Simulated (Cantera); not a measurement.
A perfectly stirred reactor is fed with H2 : O2 : N2 = 1.6 : 1 : 19 (molar parts), equivalence ratio 0.80, at 13300 Pa; it is held at 925 K, and followed from long to short residence time.

Cantera simulation using GRI-Mech 3.0 (53 species, 325 reactions); the numbers are that mechanism's predictions, not measurements. Radical loss at walls, strong at low pressure, is not modelled. Below about 950 K walls govern HO2 and H2O2 in real vessels. The temperature is held fixed by assumption; the heat of reaction is taken as removed at once.

x: mole fraction; the columns are a selection and need not sum to one.

```csv
τ (s),x H2,x O2,x H,x OH,x H2O2
6.6,0.000416,0.00981,1.98e-5,2.04e-5,1.27e-7
2.5,0.000735,0.00997,5.11e-5,2.99e-5,1.28e-7
0.97,0.00126,0.0102,0.000127,4.37e-5,1.25e-7
0.37,___,0.0107,___,___,1.22e-7
0.14,0.00368,0.0115,0.000739,9.47e-5,1.18e-7
0.055,0.00609,0.0129,0.00159,0.000135,1.15e-7
0.021,0.0101,0.0152,0.00320,0.000190,1.15e-7
0.0082,___,___,___,___,1.16e-7
```

Question: Some entries are withheld; supply them.

Answer: 
- 0.37, x H2: 0.00216
- 0.37, x H: 0.000312
- 0.37, x OH: 6.44e-5
- 0.0082, x H2: 0.0163
- 0.0082, x O2: 0.0187
- 0.0082, x H: 0.00566
- 0.0082, x OH: 0.000255
